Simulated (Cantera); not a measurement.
What does this Cantera script print?

```python
import numpy as np
import cantera as ct

gas = ct.Solution("gri30.yaml")
gas.TPX = 500, 30000, {'CH4': 1, 'O2': 1.67, 'N2': 6.27}
inlet = ct.Reservoir(gas, clone=True)
gas.equilibrate("HP")  # start burning
reactor = ct.IdealGasConstPressureReactor(gas, energy="on", clone=False)
exhaust = ct.Reservoir(gas, clone=True)
tau = [0.031, 0.015, 0.0079, 0.004, 0.002, 0.001, 0.00052, 0.00026, 0.00013, 6.8e-05, 3.5e-05, 1.8e-05, 8.9e-06][0]
for a, b in ((inlet, reactor), (reactor, exhaust)):
    ct.MassFlowController(a, b, mdot=lambda t: reactor.mass / tau)
net = ct.ReactorNet([reactor])
show = ['CH4', 'O2', 'CH2O', 'H', 'NO', 'C2H2']

rows = []
print(f"{'tau/s':>10s}{'T/K':>9s}" + "".join(f"{s:>11s}" for s in show))
for tau in [0.031, 0.015, 0.0079, 0.004, 0.002, 0.001, 0.00052, 0.00026, 0.00013, 6.8e-05, 3.5e-05, 1.8e-05, 8.9e-06]:
    net.initial_time = 0.0
    net.advance(30 * tau)
    before = gas.X
    net.advance(40 * tau)
    drift = np.max(np.abs(gas.X - before) / (gas.X + 1e-9))
    rows.append([gas.T, *gas[show].X, drift])
    print(f"{tau:10.3e}{gas.T:9.1f}" + "".join(f"{x:11.3e}" for x in gas[show].X))
```

Output:

```
     tau/s      T/K        CH4         O2       CH2O          H         NO       C2H2
 3.100e-02   2171.0  1.611e-05  2.521e-03  1.983e-06  6.401e-03  4.714e-04  2.078e-08
 1.500e-02   2139.1  2.673e-05  3.487e-03  3.211e-06  8.085e-03  3.864e-04  3.932e-08
 7.900e-03   2107.1  4.323e-05  4.499e-03  5.030e-06  9.804e-03  3.097e-04  7.423e-08
 4.000e-03   2071.3  7.492e-05  5.706e-03  8.393e-06  1.172e-02  2.383e-04  1.619e-07
 2.000e-03   2035.4  1.375e-04  7.095e-03  1.481e-05  1.350e-02  1.816e-04  4.090e-07
 1.000e-03   2001.3  2.662e-04  8.838e-03  2.762e-05  1.476e-02  1.395e-04  1.195e-06
 5.200e-04   1967.9  5.306e-04  1.136e-02  5.294e-05  1.506e-02  1.075e-04  3.793e-06
 2.600e-04   1916.7  1.277e-03  1.688e-02  1.190e-04  1.367e-02  7.167e-05  1.635e-05
 1.300e-04    500.0  1.119e-01  1.868e-01  3.069e-17  3.183e-28  6.219e-19  5.774e-18
 6.800e-05    500.0  1.119e-01  1.868e-01  1.962e-21  1.447e-32  3.975e-23  3.691e-22
 3.500e-05    500.0  1.119e-01  1.868e-01  1.239e-22  9.127e-34  2.511e-24  2.332e-23
 1.800e-05    500.0  1.119e-01  1.868e-01  7.829e-24 -3.906e-33  1.586e-25  1.473e-24
 8.900e-06    500.0  1.119e-01  1.868e-01  4.945e-25 -1.267e-34  1.002e-26  9.303e-26
```

Cantera simulation using GRI-Mech 3.0 (53 species, 325 reactions); the numbers are that mechanism's predictions, not measurements.
